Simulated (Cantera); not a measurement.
An isothermal, constant-pressure homogeneous reactor starts with NO : N2 = 1 : 9.9 (molar parts), at 1673 K and 1.68 atm.

Detailed kinetics in Cantera: GRI-Mech 3.0 (53 species, 325 reactions).

Predict: x(NO) at 6.00 s; x(N2) at 6.00 s; x(O) at 6.00 s; x(N2O) at 6.00 s; x(O2) at 6.00 s; x(NO2) at 6.00 s.

x(NO) at 6.00 s: 0.0808 (gas-phase equilibrium 0.00134)
x(N2) at 6.00 s: 0.914 (gas-phase equilibrium 0.953)
x(O) at 6.00 s: 2.03e-6 (gas-phase equilibrium 5.48e-6)
x(N2O) at 6.00 s: 2.65e-6 (gas-phase equilibrium 1.13e-7)
x(O2) at 6.00 s: 0.00541 (gas-phase equilibrium 0.0452)
x(NO2) at 6.00 s: 5.98e-5 (gas-phase equilibrium 2.70e-6)
